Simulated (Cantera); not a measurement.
Cantera run:

```python
import numpy as np
import cantera as ct

gas_names = [...]  # 143 gases of nasa_gas.yaml made of C, Cl, F, H, Si
cond_names = """
    C(gr) C6H6(L) C7H8(L) C8H18(L),n-octa Si(cr) Si(L) SiC(b)
""".split()


# ... load() reads the species with a 1 bar reference pressure and builds the phases ...
atoms = {
    'CCl4': {'C': 1, 'CL': 4},
    'F2': {'F': 2},
    'H2': {'H': 2},
    'Si': {'Si': 1},
}
top_T = {'C(gr)': 4500, 'SiC(b)': 3050}  # K; cautious upper limits of use, not melting points


# ... equilibrate(T, P, feed) seeds the gas with the atoms and calls Mixture.equilibrate('TP', solver="vcs", rtol=1e-11, max_steps=5000) ...
results = []
T = 898  # K
P = 1000  # Pa
for m in [0.37, 0.44, 0.52, 0.62, 0.73, 0.86, 1, 1.2, 1.4, 1.7, 2, 2.3, 2.8]:
    feed = {'CCl4': 1, 'F2': m, 'H2': 3.5, 'Si': 0.042}  # mol
    mix = equilibrate(T, P, feed)
    results.append((T, P, feed, dict(zip(mix.species_names, mix.species_moles))))
    x = sorted(zip(gas.X, gas.species_names), reverse=True)
    print(f"T = {T:g} K  P = {P:g} Pa  n(F2) = {m:g} mol  gas = {mix.phase_moles(0):.4g} mol")
    print("   x: " + "  ".join(f"{s} {v:.3e}" for v, s in x if v > 1e-06))
    print("   condensed (mol): " + ("  ".join(f"{mix.phase(i).name} {mix.phase_moles(i):.4g}"
          for i in range(1, mix.n_phases) if mix.phase_moles(i) > 1e-12) or "none"))
```

It prints:

```
T = 898 K  P = 1000 Pa  n(F2) = 0.37 mol  gas = 5.827 mol
   x: HCL 6.864e-01  H2 2.081e-01  HF 9.816e-02  SiF4 7.208e-03  CH4 1.387e-04
   condensed (mol): C(gr) 0.9992
T = 898 K  P = 1000 Pa  n(F2) = 0.44 mol  gas = 5.897 mol
   x: HCL 6.783e-01  H2 1.937e-01  HF 1.207e-01  SiF4 7.122e-03  CH4 1.203e-04
   condensed (mol): C(gr) 0.9993
T = 898 K  P = 1000 Pa  n(F2) = 0.52 mol  gas = 5.977 mol
   x: HCL 6.692e-01  H2 1.778e-01  HF 1.459e-01  SiF4 7.026e-03  CH4 1.013e-04
   condensed (mol): C(gr) 0.9994
T = 898 K  P = 1000 Pa  n(F2) = 0.62 mol  gas = 6.078 mol
   x: HCL 6.582e-01  HF 1.764e-01  H2 1.585e-01  SiF4 6.911e-03  CH4 8.044e-05
   condensed (mol): C(gr) 0.9995
T = 898 K  P = 1000 Pa  n(F2) = 0.73 mol  gas = 6.188 mol
   x: HCL 6.465e-01  HF 2.088e-01  H2 1.379e-01  SiF4 6.788e-03  CH4 6.092e-05
   condensed (mol): C(gr) 0.9996
T = 898 K  P = 1000 Pa  n(F2) = 0.86 mol  gas = 6.318 mol
   x: HCL 6.331e-01  HF 2.457e-01  H2 1.145e-01  SiF4 6.648e-03  CH4 4.201e-05
   condensed (mol): C(gr) 0.9997
T = 898 K  P = 1000 Pa  n(F2) = 1 mol  gas = 6.458 mol
   x: HCL 6.194e-01  HF 2.837e-01  H2 9.038e-02  SiF4 6.504e-03  CH4 2.617e-05
   condensed (mol): C(gr) 0.9998
T = 898 K  P = 1000 Pa  n(F2) = 1.2 mol  gas = 6.658 mol
   x: HCL 6.008e-01  HF 3.352e-01  H2 5.765e-02  SiF4 6.308e-03  CH4 1.065e-05
   condensed (mol): C(gr) 0.9999
T = 898 K  P = 1000 Pa  n(F2) = 1.4 mol  gas = 6.858 mol
   x: HCL 5.833e-01  HF 3.838e-01  H2 2.683e-02  SiF4 6.124e-03  CH4 2.305e-06
   condensed (mol): C(gr) 1
T = 898 K  P = 1000 Pa  n(F2) = 1.7 mol  gas = 7.115 mol
   x: HCL 5.535e-01  HF 4.302e-01  CF4 5.930e-03  SiF4 5.903e-03  CL2 4.245e-03  CCLF3 8.575e-05  CL 4.642e-05  CCL2F2 1.837e-06
   condensed (mol): C(gr) 0.9572
T = 898 K  P = 1000 Pa  n(F2) = 2 mol  gas = 7.28 mol
   x: HCL 5.330e-01  HF 4.286e-01  CF4 2.420e-02  CL2 8.015e-03  SiF4 5.770e-03  CCLF3 3.384e-04  CL 6.379e-05  CCL2F2 7.007e-06
   condensed (mol): C(gr) 0.8213
T = 898 K  P = 1000 Pa  n(F2) = 2.3 mol  gas = 7.438 mol
   x: HCL 5.167e-01  HF 4.243e-01  CF4 4.243e-02  CL2 1.017e-02  SiF4 5.647e-03  CCLF3 5.808e-04  CL 7.186e-05  CCL2F2 1.178e-05
   condensed (mol): C(gr) 0.68
T = 898 K  P = 1000 Pa  n(F2) = 2.8 mol  gas = 7.699 mol
   x: HCL 4.934e-01  HF 4.159e-01  CF4 7.170e-02  CL2 1.255e-02  SiF4 5.455e-03  CCLF3 9.562e-04  CL 7.983e-05  CCL2F2 1.889e-05
   condensed (mol): C(gr) 0.4405
```

Method: chemical equilibrium by Gibbs-energy minimisation in Cantera with the NASA 1993 tables (ideal gas, pure condensed phases). Condensed phases not in the tables: fluorocarbon polymer. Gases not in the tables: C2F6 and larger saturated fluorocarbons.
